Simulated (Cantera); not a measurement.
An isothermal, constant-pressure homogeneous reactor starts with C2H6 : N2 = 1 : 42 (molar parts), at 1825 K and 0.0133 bar. Integrator tolerance rtol = 1e-08.

Model: GRI-Mech 3.0 (53 species, 325 reactions), integrated in Cantera. GRI-Mech 3.0 stops at C3 and has no aromatics, soot or wall deposition, so with more carbon than oxygen in the feed, carbon stays in small species such as C2H2 where larger ones or solid carbon would form. Radical loss at walls, strong at low pressure, is not modelled.

Question: What does this change do: C2H6 1 to 1.4 parts?

Answer: 
```csv
quantity,before,after
x(C2H6) at 9.00 s,<1e-12 (gas-phase equilibrium <1e-12),<1e-12 (gas-phase equilibrium <1e-12)
x(HCN) at 9.00 s,0.000152 (gas-phase equilibrium 0.0368),0.000142 (gas-phase equilibrium 0.0475)
x(C2H2) at 9.00 s,0.0221 (gas-phase equilibrium 0.00380),0.0302 (gas-phase equilibrium 0.00653)
x(H) at 9.00 s,0.000783 (gas-phase equilibrium 0.000806),0.000934 (gas-phase equilibrium 0.000942)
x(CH4) at 9.00 s,9.11e-7 (gas-phase equilibrium 3.65e-7),1.88e-6 (gas-phase equilibrium 7.63e-7)
x(C2H) at 9.00 s,3.82e-6 (gas-phase equilibrium 6.75e-7),4.56e-6 (gas-phase equilibrium 9.94e-7)
```

Question: What does this change do: N2 42 to 330 parts?

Answer: 
| quantity | before | after |
|---|---|---|
| x(C2H6) at 9.00 s | <1e-12 (gas-phase equilibrium <1e-12) | <1e-12 (gas-phase equilibrium <1e-12) |
| x(HCN) at 9.00 s | 0.000152 (gas-phase equilibrium 0.0368) | 0.000163 (gas-phase equilibrium 0.00583) |
| x(C2H2) at 9.00 s | 0.0221 (gas-phase equilibrium 0.00380) | 0.00292 (gas-phase equilibrium 8.80e-5) |
| x(H) at 9.00 s | 0.000783 (gas-phase equilibrium 0.000806) | 0.000221 (gas-phase equilibrium 0.000294) |
| x(CH4) at 9.00 s | 9.11e-7 (gas-phase equilibrium 3.65e-7) | 3.26e-8 (gas-phase equilibrium 2.69e-9) |
| x(C2H) at 9.00 s | 3.82e-6 (gas-phase equilibrium 6.75e-7) | 1.06e-6 (gas-phase equilibrium 4.29e-8) |
